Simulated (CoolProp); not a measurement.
A simple Rankine cycle with R141b: condensing at 306.15 K, boiler at 0.68 MPa, turbine inlet 413.3 K, turbine efficiency 0.7, pump efficiency 0.8, no recuperator. Each further row changes one setting.

Computed with CoolProp (reference Helmholtz-energy equation of state, Lemmon 2006). It is a short technical equation, of lower accuracy than the large ones.

```json
[
 {"case": "as stated", "thermal efficiency (%)": "10.8", "net work (kJ/kg)": "33.0", "heat in (kJ/kg)": "306", "turbine exit temperature (K)": "[?]", "volume ratio over the turbine": "[?]"},
 {"case": "turbine inlet 433.3 K", "thermal efficiency (%)": "10.8", "net work (kJ/kg)": "[?]", "heat in (kJ/kg)": "325", "turbine exit temperature (K)": "386.6", "volume ratio over the turbine": "6.18"},
 {"case": "condensing temperature 298.15 K", "thermal efficiency (%)": "[?]", "net work (kJ/kg)": "37.8", "heat in (kJ/kg)": "315", "turbine exit temperature (K)": "360.4", "volume ratio over the turbine": "8.19"},
 {"case": "boiler pressure 0.476 MPa", "thermal efficiency (%)": "9.0", "net work (kJ/kg)": "27.7", "heat in (kJ/kg)": "[?]", "turbine exit temperature (K)": "[?]", "volume ratio over the turbine": "4.34"},
 {"case": "turbine efficiency 0.6", "thermal efficiency (%)": "9.2", "net work (kJ/kg)": "[?]", "heat in (kJ/kg)": "306", "turbine exit temperature (K)": "372.2", "volume ratio over the turbine": "6.32"}
]
```

Fill in the missing entries.


- as stated, turbine exit temperature (K): 366.6
- as stated, volume ratio over the turbine: 6.22
- turbine inlet 433.3 K, net work (kJ/kg): 35.1
- condensing temperature 298.15 K, thermal efficiency (%): 12.0
- boiler pressure 0.476 MPa, heat in (kJ/kg): 309
- boiler pressure 0.476 MPa, turbine exit temperature (K): 376.4
- turbine efficiency 0.6, net work (kJ/kg): 28.2
